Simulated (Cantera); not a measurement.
A Cantera script and its output.

```python
import numpy as np
import cantera as ct

gas = ct.Solution("gri30.yaml")
gas.TPX = 1225, 1333, {'H2': 0.0083, 'O2': 1}
reactor = ct.IdealGasConstPressureReactor(gas, energy="off", clone=False)
net = ct.ReactorNet([reactor])
net.rtol, net.atol = 1e-08, 1e-18
show = ['H2', 'O2', 'H2O2', 'H2O', 'H', 'O', 'HO2']
times = np.geomspace(8e-06, 70, 15)

steps = ct.SolutionArray(gas, extra=["t"])
rows = []
print(f"{'t/s':>10s}{'T/K':>9s}{'P/Pa':>11s}" + "".join(f"{s:>11s}" for s in show))
for t in times:
    while net.time < t:
        t_next = net.step()
        steps.append(gas.state, t=t_next)
    rows.append([np.interp(t, steps.t, y) for y in (steps.T, steps.P, *steps(*show).X.T)])
    print(f"{t:10.3e}{rows[-1][0]:9.1f}{rows[-1][1]:11.4g}" + "".join(f"{x:11.3e}" for x in rows[-1][2:]))
rate = np.gradient(steps.T, steps.t)
print("integrator steps:", len(steps.t))
if steps.T.max() > steps.T[0] + 200:
    print(f"time of steepest temperature rise: {steps.t[rate.argmax()]:.4e} s")
gas.TPX = 1225, 1333, {'H2': 0.0083, 'O2': 1}
gas.equilibrate("TP")
print(f"equilibrium (TP): T = {gas.T:.1f} K  " + "  ".join(f"{s} {gas[s].X[0]:.3e}" for s in show))
```

Result:

```
       t/s      T/K       P/Pa         H2         O2       H2O2        H2O          H          O        HO2
 8.000e-06   1225.0       1333  8.232e-03  9.918e-01  3.148e-16  6.700e-14  8.591e-11  9.450e-12  9.533e-11
 2.506e-05   1225.0       1333  8.232e-03  9.918e-01  3.093e-15  1.847e-12  2.196e-10  8.058e-11  2.987e-10
 7.849e-05   1225.0       1333  8.232e-03  9.918e-01  3.026e-14  4.191e-11  4.244e-10  5.516e-10  9.361e-10
 2.458e-04   1225.0       1333  8.232e-03  9.918e-01  2.955e-13  7.095e-10  7.144e-10  2.918e-09  2.934e-09
 7.701e-04   1225.0       1333  8.232e-03  9.918e-01  2.856e-12  1.113e-08  2.155e-09  1.811e-08  9.210e-09
 2.412e-03   1225.0       1333  8.231e-03  9.918e-01  2.701e-11  4.449e-07  3.972e-08  4.328e-07  2.982e-08
 7.555e-03   1225.0       1333  5.629e-03  9.894e-01  3.099e-08  1.990e-03  1.941e-04  1.783e-03  1.031e-06
 2.366e-02   1225.0       1333  2.796e-05  9.845e-01  1.452e-08  7.728e-03  2.641e-04  6.827e-03  6.695e-07
 7.412e-02   1225.0       1333  2.303e-05  9.857e-01  1.418e-08  7.804e-03  1.968e-04  5.602e-03  6.112e-07
 2.322e-01   1225.0       1333  1.384e-05  9.881e-01  1.305e-08  7.947e-03  9.035e-05  3.321e-03  4.751e-07
 7.272e-01   1225.0       1333  4.679e-06  9.905e-01  9.848e-09  8.105e-03  1.754e-05  1.108e-03  2.646e-07
 2.278e+00   1225.0       1333  8.900e-07  9.915e-01  4.802e-09  8.201e-03  1.453e-06  2.099e-04  9.427e-08
 7.135e+00   1225.0       1333  1.334e-07  9.917e-01  1.393e-09  8.241e-03  8.475e-08  3.149e-05  2.354e-08
 2.235e+01   1225.0       1333  2.186e-08  9.917e-01  3.148e-10  8.256e-03  5.662e-09  5.180e-06  6.285e-09
 7.000e+01   1225.0       1333  4.617e-09  9.917e-01  7.693e-11  8.261e-03  5.530e-10  1.098e-06  4.178e-09
integrator steps: 1748
equilibrium (TP): T = 1225.0 K  H2 1.530e-09  O2 9.917e-01  H2O2 2.835e-11  H2O 8.263e-03  H 1.063e-10  O 3.653e-07  HO2 5.510e-09
```

Computed with Cantera and GRI-Mech 3.0 (53 species, 325 reactions). Radical loss at walls, strong at low pressure, is not modelled.
